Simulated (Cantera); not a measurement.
Charge: 1 mol SiH4, 6.7 mol N2, at 0.825 Torr.

Cantera equilibrium calculation (NASA polynomials, part measured and part estimated; ideal gas, pure solids and liquids). Candidate condensed phases: Si, Si3N4; 18 gas species. Rates play no part.

Q: At 1400 °C, list the 6 most abundant gas species with their mole fractions, and the condensed phases.

A: N2 0.769, H2 0.229, H 0.00164, Si 0.000380, Si2N 1.32e-5, SiH 1.02e-5. Condensed: Si(s).
